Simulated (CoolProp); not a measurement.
A simple Rankine cycle with n-perfluoropentane: condensing at 307.15 K, boiler at 1.45 MPa, turbine inlet 418 K, turbine efficiency 0.85, pump efficiency 0.7, no recuperator. Each further row changes one setting.

Computed with CoolProp (reference Helmholtz-energy equation of state, Gao 2022).

| case | thermal efficiency (%) | net work (kJ/kg) | heat in (kJ/kg) | turbine exit temperature (K) | volume ratio over the turbine |
|---|---|---|---|---|---|
| as stated | 11.5 | 20.0 | 174 | 380.7 | 15.8 |
| turbine inlet 438 K | 11.1 | 21.8 | 197 | 402.6 | 14.4 |
| condensing temperature 299.15 K | 12.4 | 22.6 | 183 | 377.5 | 21.2 |
| boiler pressure 1.01 MPa | 10.1 | 18.3 | 181 | 389.4 | 9.56 |
| turbine efficiency 0.75 | 10.0 | 17.5 | 174 | 383.3 | 16.0 |
